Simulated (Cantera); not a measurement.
Input: 1 mol CuO, 2.5 mol C, 0.025 mol CO, at 0.100 bar.

Equilibrium computed with Cantera from the NASA thermochemical tables; the gas is ideal and each condensed phase is pure. Candidate condensed phases: C, Cu, CuO, Cu₂O; 15 gas species. Kinetics and transport are ignored.

Question: Which condensed phases are stable at each of these points (T (K)): 875, 1075, 1275, 1475, 1675, 1875, 2075, 2275?

Answer: 
```
T (K)     condensed phases  Cu condensed (%)
-----  -------------------  ----------------
875    C(graphite) + Cu(s)             100.0
1075   C(graphite) + Cu(s)             100.0
1275   C(graphite) + Cu(s)             100.0
1475   C(graphite) + Cu(l)             100.0
1675   C(graphite) + Cu(l)              99.9
1875   C(graphite) + Cu(l)              98.7
2075   C(graphite) + Cu(l)              90.5
2275   C(graphite) + Cu(l)              29.1
```

From 875 K to 1275 K the condensed part is C(graphite) + Cu(s). From 1475 K to 2275 K the condensed part is C(graphite) + Cu(l).
